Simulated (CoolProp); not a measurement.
Computed with CoolProp (reference Helmholtz-energy equation of state, Gao 2020).

### Question
Give the vapour pressure (MPa), liquid cp (kJ/(kg K)), vapour Z, surface tension (mN/m) of saturated ammonia at 274.2, 303.3 K.

### Answer
| T (K) | p (MPa) | liquid cp (kJ/(kg K)) | vapour Z | surface tension (mN/m) |
|---|---|---|---|---|
| 274.2 | 0.446 | 4.62 | 0.930 | 26.0 |
| 303.3 | 1.17 | 4.83 | 0.871 | 19.3 |

Surface tension comes from a separate correlation (Mulero 2012).
